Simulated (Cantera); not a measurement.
FeS2 + SO3 + H2O (roasting and sulfation)

Feed: 1 mol FeS2, 2 mol SO3, 8.6 mol H2O, equilibrated at 0.0133 bar.

These are equilibrium values from Cantera (NASA tables, ideal gas, pure condensed phases), not measurements of a reactor. Candidate condensed phases: Fe, FeO, Fe(OH)2, Fe(OH)3, FeS, FeSO4, FeS2, Fe2O3, Fe2(SO4)3, Fe3O4, H2O, H2SO4, S; 22 gas species. Metal and sulfide melt together well below either melting point, which pure phases cannot show. Mutual solubility and eutectic melting of coexisting phases are not modelled. The tables' stoichiometric FeO is somewhat more stable than real wüstite, so its field is too wide. FeO, FeS: taken at fixed stoichiometry. Gases not in the tables: S3 to S7. Equilibrium is a limit: real reactors are often held back by kinetics, nucleation or transport.

At 623 K the condensed part is FeS2(s) + Fe2O3(s). At 723 K the condensed part is FeS2(s) + Fe3O4(s). From 823 K to 1123 K the condensed part is FeS(s) + Fe3O4(s). At 1223 K the condensed part is FeO(s) + FeS(s) + Fe3O4(s). From 1323 K to 1623 K the condensed part is FeO(s). From 1723 K to 1923 K the condensed part is FeO(l).

```json
[
 {"T (K)": "623", "x H2O": "0.759", "x SO2": "0.241", "x H2": "8.48e-6", "x S2": "2.67e-5", "x SO": "9.76e-10", "x H2S": "0.000443", "n FeS2(s)": "0.633", "n Fe2O3(s)": "0.183", "n Fe3O4(s)": "0", "n FeS(s)": "0", "n FeO(s)": "0", "n FeO(l)": "0"},
 {"T (K)": "723", "x H2O": "0.754", "x SO2": "0.242", "x H2": "0.000110", "x S2": "0.000813", "x SO": "5.92e-8", "x H2S": "0.00301", "n FeS2(s)": "0.598", "n Fe2O3(s)": "0", "n Fe3O4(s)": "0.134", "n FeS(s)": "0", "n FeO(s)": "0", "n FeO(l)": "0"},
 {"T (K)": "823", "x H2O": "0.731", "x SO2": "0.252", "x H2": "0.000673", "x S2": "0.00710", "x SO": "1.21e-6", "x H2S": "0.00902", "n FeS2(s)": "0", "n Fe2O3(s)": "0", "n Fe3O4(s)": "0.0661", "n FeS(s)": "0.802", "n FeO(s)": "0", "n FeO(l)": "0"},
 {"T (K)": "923", "x H2O": "0.728", "x SO2": "0.247", "x H2": "0.00223", "x S2": "0.0128", "x SO": "9.57e-6", "x H2S": "0.00974", "n FeS2(s)": "0", "n Fe2O3(s)": "0", "n Fe3O4(s)": "0.0975", "n FeS(s)": "0.708", "n FeO(s)": "0", "n FeO(l)": "0"},
 {"T (K)": "1023", "x H2O": "0.721", "x SO2": "0.241", "x H2": "0.00591", "x S2": "0.0207", "x SO": "5.02e-5", "x H2S": "0.0105", "n FeS2(s)": "0", "n Fe2O3(s)": "0", "n Fe3O4(s)": "0.142", "n FeS(s)": "0.574", "n FeO(s)": "0", "n FeO(l)": "0"},
 {"T (K)": "1123", "x H2O": "0.710", "x SO2": "0.234", "x H2": "0.0132", "x S2": "0.0307", "x SO": "0.000195", "x H2S": "0.0111", "n FeS2(s)": "0", "n Fe2O3(s)": "0", "n Fe3O4(s)": "0.201", "n FeS(s)": "0.398", "n FeO(s)": "0", "n FeO(l)": "0"},
 {"T (K)": "1223", "x H2O": "0.688", "x SO2": "0.230", "x H2": "0.0254", "x S2": "0.0429", "x SO": "0.000609", "x H2S": "0.0114", "n FeS2(s)": "0", "n Fe2O3(s)": "0", "n Fe3O4(s)": "0.0450", "n FeS(s)": "0.0868", "n FeO(s)": "0.778", "n FeO(l)": "0"},
 {"T (K)": "1323", "x H2O": "0.669", "x SO2": "0.234", "x H2": "0.0411", "x S2": "0.0441", "x SO": "0.00152", "x H2S": "0.00958", "n FeS2(s)": "0", "n Fe2O3(s)": "0", "n Fe3O4(s)": "0", "n FeS(s)": "0", "n FeO(s)": "1.000", "n FeO(l)": "0"},
 {"T (K)": "1423", "x H2O": "0.648", "x SO2": "0.240", "x H2": "0.0597", "x S2": "0.0401", "x SO": "0.00327", "x H2S": "0.00744", "n FeS2(s)": "0", "n Fe2O3(s)": "0", "n Fe3O4(s)": "0", "n FeS(s)": "0", "n FeO(s)": "1.000", "n FeO(l)": "0"},
 {"T (K)": "1523", "x H2O": "0.624", "x SO2": "0.247", "x H2": "0.0805", "x S2": "0.0349", "x SO": "0.00629", "x H2S": "0.00566", "n FeS2(s)": "0", "n Fe2O3(s)": "0", "n Fe3O4(s)": "0", "n FeS(s)": "0", "n FeO(s)": "1.000", "n FeO(l)": "0"},
 {"T (K)": "1623", "x H2O": "0.599", "x SO2": "0.253", "x H2": "0.102", "x S2": "0.0287", "x SO": "0.0109", "x H2S": "0.00418", "n FeS2(s)": "0", "n Fe2O3(s)": "0", "n Fe3O4(s)": "0", "n FeS(s)": "0", "n FeO(s)": "1.000", "n FeO(l)": "0"},
 {"T (K)": "1723", "x H2O": "0.574", "x SO2": "0.258", "x H2": "0.122", "x S2": "0.0221", "x SO": "0.0174", "x H2S": "0.00298", "n FeS2(s)": "0", "n Fe2O3(s)": "0", "n Fe3O4(s)": "0", "n FeS(s)": "0", "n FeO(s)": "0", "n FeO(l)": "0.998"},
 {"T (K)": "1823", "x H2O": "0.551", "x SO2": "0.261", "x H2": "0.140", "x S2": "0.0154", "x SO": "0.0255", "x H2S": "0.00201", "n FeS2(s)": "0", "n Fe2O3(s)": "0", "n Fe3O4(s)": "0", "n FeS(s)": "0", "n FeO(s)": "0", "n FeO(l)": "0.994"},
 {"T (K)": "1923", "x H2O": "0.531", "x SO2": "0.261", "x H2": "0.152", "x S2": "0.00946", "x SO": "0.0342", "x H2S": "0.00126", "n FeS2(s)": "0", "n Fe2O3(s)": "0", "n Fe3O4(s)": "0", "n FeS(s)": "0", "n FeO(s)": "0", "n FeO(l)": "0.979"}
]
```
x: gas mole fraction; n: condensed amount in mol.
